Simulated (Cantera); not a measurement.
Charge: 1 mol CH3SiCl3, 160 mol H2, at 1398.15 K and 64.0 mbar.

Equilibrium computed with Cantera from the NASA thermochemical tables; the gas is ideal and each condensed phase is pure. Candidate condensed phases: C, C6H6, C7H8, C8H18, Si, SiC; 109 gas species. The feed counts by its element totals alone. Equilibrium is a limit: real reactors are often held back by kinetics, nucleation or transport.

Q: What is the equilibrium state?

A: 
| Quantity | Result |
|---|---|
| x(H2) | 0.982 |
| x(HCl) | 0.0183 |
| x(CH4) | 3.66e-5 |
| x(SiCl2) | 3.53e-5 |
| x(H) | 1.86e-5 |
| n(SiC(s)) | 0.994 mol |
| gas amount | 163.0 mol |
| log10 activity of C(graphite) (absent) | -0.87 |
| log10 activity of Si(s) (absent) | -1.46 |
